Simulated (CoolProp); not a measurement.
Vapour-liquid equilibrium of dimethyl ether (1) + n-butane (2) at 75.85 °C; x and y are mole fractions of (1).

The numbers come from the multi-fluid Helmholtz-energy mixture model, Wu 2011 and Bücker 2006; pair parameters Bell 2016 in CoolProp.

```csv
x,"bubble pressure, mixture model (bar)","bubble pressure, Raoult's law (bar)","y, mixture model","y, Raoult's law"
0.05,…,9.796,…,0.104
0.125,…,10.64,0.245,0.240
0.2,12.38,11.48,0.351,0.356
0.275,13.41,12.32,0.439,0.457
0.35,14.37,13.16,…,0.544
0.425,15.27,14.01,0.580,0.621
0.5,…,14.85,…,0.689
0.575,16.89,15.69,…,0.750
0.65,17.63,16.53,0.750,0.805
0.725,18.32,17.38,…,0.854
0.8,18.97,18.22,0.853,0.899
0.875,19.57,19.06,0.906,0.939
0.95,20.13,19.90,0.961,0.977
```

**Question.** What belongs in the gaps?

**Answer.** 
- 0.05, bubble pressure, mixture model (bar): 10.08
- 0.05, y, mixture model: 0.111
- 0.125, bubble pressure, mixture model (bar): 11.27
- 0.35, y, mixture model: 0.514
- 0.5, bubble pressure, mixture model (bar): 16.11
- 0.5, y, mixture model: 0.640
- 0.575, y, mixture model: 0.696
- 0.725, y, mixture model: 0.802

The largest gap from Raoult's law is +9.2 % in bubble pressure, at x = 0.35. No azeotrope shows between x = 0.05 and 0.95.

The pair parameters rest on a limited set of measurements; away from them the model extrapolates.
